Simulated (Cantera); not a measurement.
Mixture: 24.7 % H₂, 15.8 % O₂, 59.5 % N₂, equivalence ratio 0.78, at 6.60 bar, adiabatic and at constant pressure. Ignition delay is the time to a rise of 400 K.

Model: the H2/O2 subset of GRI-Mech 3.0, which has no nitrogen chemistry, integrated in Cantera. The hydrogen kinetics of GRI-Mech 3.0 are dated; newer H2 mechanisms differ, most at raised pressure. Where the delays flatten at high temperature, the 400 K rule measures the pace of heat release, not the induction time.

Q: Predict: delay at 1300 K; delay at 1500 K; delay at 1700 K; delay at 1900 K; delay at 2100 K.

A: 
- delay at 1300 K: 5.67 µs
- delay at 1500 K: 2.20 µs
- delay at 1700 K: 1.34 µs
- delay at 1900 K: 1.05 µs
- delay at 2100 K: 0.981 µs
